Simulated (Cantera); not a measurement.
A perfectly stirred reactor is fed with CH₄ : H₂ : H = 0.011 : 1 : 0.031 (molar parts), at 100.0 Torr; it is held at 1625 K, and followed from long to short residence time.

Detailed kinetics in Cantera: GRI-Mech 3.0 (53 species, 325 reactions). GRI-Mech 3.0 stops at C3 and has no aromatics, soot or wall deposition, so with more carbon than oxygen in the feed, carbon stays in small species such as C2H2 where larger ones or solid carbon would form.

Problem. What does this change do: pressure from 100.0 Torr to 10.00 Torr?

Solution. 
```csv
quantity,before,after
x(CH₄) at τ = 7.40 s,0.00498,0.00345
x(H₂) at τ = 7.40 s,0.992,0.991
x(H) at τ = 7.40 s,0.000233,0.00153
x(CH₂) at τ = 7.40 s,5.30e-9,1.53e-7
x(CH₃) at τ = 7.40 s,2.37e-5,0.000108
x(CH₄) at τ = 74.0 ms,0.00778,0.00461
x(H₂) at τ = 74.0 ms,0.990,0.983
x(H) at τ = 74.0 ms,0.00106,0.00886
x(CH₂) at τ = 74.0 ms,1.62e-7,5.33e-6
x(CH₃) at τ = 74.0 ms,0.000168,0.000834
```
Radical loss at walls, strong at low pressure, is not modelled.

Problem. What does this change do: temperature 1625 to 2100 K?

Solution. 
```
quantity                 before     after
---------------------  --------  --------
x(CH₄) at τ = 7.40 s    0.00498  0.000190
x(H₂) at τ = 7.40 s       0.992     0.986
x(H) at τ = 7.40 s     0.000233   0.00857
x(CH₂) at τ = 7.40 s    5.30e-9   3.80e-7
x(CH₃) at τ = 7.40 s    2.37e-5   3.21e-5
x(CH₄) at τ = 74.0 ms   0.00778   0.00147
x(H₂) at τ = 74.0 ms      0.990     0.985
x(H) at τ = 74.0 ms     0.00106   0.00922
x(CH₂) at τ = 74.0 ms   1.62e-7   3.30e-6
x(CH₃) at τ = 74.0 ms  0.000168  0.000267
```

Problem. What does this change do: temperature 1625 to 2175 K?

Solution. 
```
quantity                 before     after
---------------------  --------  --------
x(CH₄) at τ = 7.40 s    0.00498  0.000112
x(H₂) at τ = 7.40 s       0.992     0.981
x(H) at τ = 7.40 s     0.000233    0.0134
x(CH₂) at τ = 7.40 s    5.30e-9   5.62e-7
x(CH₃) at τ = 7.40 s    2.37e-5   2.91e-5
x(CH₄) at τ = 74.0 ms   0.00778  0.000901
x(H₂) at τ = 74.0 ms      0.990     0.980
x(H) at τ = 74.0 ms     0.00106    0.0137
x(CH₂) at τ = 74.0 ms   1.62e-7   4.68e-6
x(CH₃) at τ = 74.0 ms  0.000168  0.000241
```
